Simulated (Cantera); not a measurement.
Charge: 1 mol HI, 0.08 mol O2, 4.4 mol H2, at 1330 Pa.

These are equilibrium values from Cantera (NASA tables, ideal gas, pure condensed phases), not measurements of a reactor. Candidate condensed phases: H2O, I2; 12 gas species. Equilibrium is a limit: real reactors are often held back by kinetics, nucleation or transport.

x: gas mole fraction; nothing condenses.

| T (°C) | x H2 | x I | x H | x H2O | x HI | x OH |
|---|---|---|---|---|---|---|
| 1402 | 0.800 | 0.147 | 0.000900 | 0.0274 | 0.0247 | … |
| 1502 | 0.800 | 0.153 | 0.00224 | 0.0273 | 0.0182 | … |
| 1602 | 0.797 | 0.157 | 0.00507 | 0.0272 | 0.0137 | … |
| 1702 | 0.793 | 0.159 | 0.0106 | 0.0271 | 0.0105 | … |
| 1802 | 0.784 | 0.160 | 0.0204 | 0.0269 | 0.00818 | … |
| 1902 | 0.769 | 0.160 | 0.0371 | 0.0265 | 0.00645 | … |
| 2002 | 0.746 | 0.159 | 0.0635 | 0.0260 | 0.00512 | … |
| 2102 | 0.710 | 0.157 | 0.103 | 0.0251 | 0.00406 | … |

Question: Fill in the missing entries.

Answer: 
- 1402, x OH: 1.49e-6
- 1502, x OH: 4.77e-6
- 1602, x OH: 1.35e-5
- 1702, x OH: 3.43e-5
- 1802, x OH: 7.99e-5
- 1902, x OH: 0.000172
- 2002, x OH: 0.000344
- 2102, x OH: 0.000647
